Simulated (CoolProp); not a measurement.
Values from CoolProp's reference Helmholtz-energy equation of state, Thol 2018.

Problem. Give the vapour pressure (bar), enthalpy of vaporisation (kJ/kg), liquid cp (kJ/(kg K)), vapour Z of saturated hydrogen chloride at 213.5, 223.3, 229.9 K.

Solution. 
```json
[
 {"T (K)": "213.5", "p (bar)": "3.54", "enthalpy of vaporisation (kJ/kg)": "414", "liquid cp (kJ/(kg K))": "1.69", "vapour Z": "0.932"},
 {"T (K)": "223.3", "p (bar)": "5.30", "enthalpy of vaporisation (kJ/kg)": "401", "liquid cp (kJ/(kg K))": "1.71", "vapour Z": "0.911"},
 {"T (K)": "229.9", "p (bar)": "6.81", "enthalpy of vaporisation (kJ/kg)": "392", "liquid cp (kJ/(kg K))": "1.73", "vapour Z": "0.895"}
]
```
